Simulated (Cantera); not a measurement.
Feed: 1 mol FeS2, 0.32 mol O2, a varied amount of N2, at 1673.15 K and 1 atm.

These are equilibrium values from Cantera (NASA tables, ideal gas, pure condensed phases), not measurements of a reactor. Candidate condensed phases: Fe, FeO, FeS, FeSO4, FeS2, Fe2O3, Fe2(SO4)3, Fe3O4, S; 19 gas species. FeS: taken at fixed stoichiometry. Kinetics and transport are ignored.

x: gas mole fraction; n: condensed amount in mol.

```tsv
n(N2) (mol)	x N2	x S2	x SO2	x SO	n FeS(l)
4.6	0.874	0.0628	0.0587	0.00284	1.000
5.8	0.898	0.0511	0.0477	0.00243	1.000
7.3	0.917	?	?	?	1.000
9.3	0.933	?	?	?	1.000
12	0.948	0.0261	0.0243	0.00147	1.000
15	0.958	0.0211	0.0196	0.00125	1.000
19	0.966	0.0168	0.0156	0.00105	1.000
24	0.973	0.0134	0.0124	0.000888	1.000
31	0.979	0.0104	0.00966	0.000736	1.000
39	0.983	0.00832	0.00770	0.000621	1.000
49	0.987	0.00664	0.00614	0.000524	1.000
```

Fill in the missing entries.


- 7.3, x S2: 0.0415
- 7.3, x SO2: 0.0387
- 7.3, x SO: 0.00208
- 9.3, x S2: 0.0332
- 9.3, x SO2: 0.0309
- 9.3, x SO: 0.00176
